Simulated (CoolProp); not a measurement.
A single-stage vapour-compression cycle with ammonia: evaporating at 227.15 K (dew point), condensing at 258.15 K (bubble point), superheat 5 K, subcooling 8 K, compressor efficiency 0.7, no pressure losses. Each further row changes one setting.

Model: reference Helmholtz-energy equation of state, Gao 2020, in CoolProp.

```json
[
 {"case": "as stated", "cooling COP": "4.50", "pressure ratio": "4.59", "discharge temperature (K)": "370.8", "refrigerating effect (kJ/kg)": "1310", "volumetric capacity (kJ/m³)": "606"},
 {"case": "evaporating temperature 232.15 K", "cooling COP": "___", "pressure ratio": "___", "discharge temperature (K)": "349.1", "refrigerating effect (kJ/kg)": "1320", "volumetric capacity (kJ/m³)": "791"},
 {"case": "condensing temperature 253.15 K", "cooling COP": "5.48", "pressure ratio": "3.69", "discharge temperature (K)": "___", "refrigerating effect (kJ/kg)": "1340", "volumetric capacity (kJ/m³)": "617"},
 {"case": "subcooling 13 K", "cooling COP": "4.57", "pressure ratio": "4.59", "discharge temperature (K)": "370.8", "refrigerating effect (kJ/kg)": "1340", "volumetric capacity (kJ/m³)": "617"},
 {"case": "superheat 15 K", "cooling COP": "___", "pressure ratio": "4.59", "discharge temperature (K)": "386.0", "refrigerating effect (kJ/kg)": "1340", "volumetric capacity (kJ/m³)": "___"},
 {"case": "compressor efficiency 0.6", "cooling COP": "3.85", "pressure ratio": "4.59", "discharge temperature (K)": "392.1", "refrigerating effect (kJ/kg)": "1310", "volumetric capacity (kJ/m³)": "606"}
]
```

Problem. What belongs in the gaps?

Solution. 
- evaporating temperature 232.15 K, cooling COP: 5.62
- evaporating temperature 232.15 K, pressure ratio: 3.48
- condensing temperature 253.15 K, discharge temperature (K): 348.7
- superheat 15 K, cooling COP: 4.37
- superheat 15 K, volumetric capacity (kJ/m³): 589
